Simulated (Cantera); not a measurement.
# Carbothermic reduction: Cu2O + CO

Charge: 1 mol Cu2O, 13 mol CO, equilibrated at 1.00 Torr.

These are equilibrium values from Cantera (NASA tables, ideal gas, pure condensed phases), not measurements of a reactor. Candidate condensed phases: C, Cu, CuO, Cu2O; 15 gas species. The numbers say what is thermodynamically allowed, not how fast it happens.

From 902 °C to 1002 °C the condensed part is Cu(s). From 1102 °C to 1402 °C the condensed part is Cu(l). From 1502 °C to 1902 °C nothing is condensed. The main Cu-bearing gas is Cu throughout.

```
T (°C)   x CO      x Cu   x CO2       x O      x O2     x Cu2     x CuO  n Cu(s)  n Cu(l)
------  -----  --------  ------  --------  --------  --------  --------  -------  -------
902     0.923   4.54e-6  0.0769    <1e-12    <1e-12  9.59e-11    <1e-12     2.00        0
1002    0.923   6.49e-5  0.0769    <1e-12    <1e-12   4.16e-9    <1e-12     2.00        0
1102    0.923  0.000617  0.0769  2.52e-11  2.08e-12   9.95e-8  8.26e-12        0     1.99
1202    0.919   0.00402  0.0766  6.00e-10  5.82e-11   1.34e-6  2.36e-10        0     1.95
1302    0.904    0.0205  0.0753   9.55e-9   1.06e-9   1.27e-5   4.37e-9        0     1.73
1402    0.844    0.0856  0.0703   1.09e-7   1.36e-8   9.14e-5   5.66e-8        0    0.780
1502    0.800     0.133  0.0667   9.47e-7   1.30e-7  0.000101   2.39e-7        0        0
1602    0.800     0.133  0.0667   6.52e-6   9.78e-7   4.97e-5   5.85e-7        0        0
1702    0.800     0.133  0.0666   3.68e-5   5.96e-6   2.64e-5   1.30e-6        0        0
1802    0.800     0.133  0.0664  0.000176   3.02e-5   1.48e-5   2.67e-6        0        0
1902    0.800     0.133  0.0656  0.000717  0.000129   8.79e-6   5.06e-6        0        0
```
x: gas mole fraction; n: condensed amount in mol.
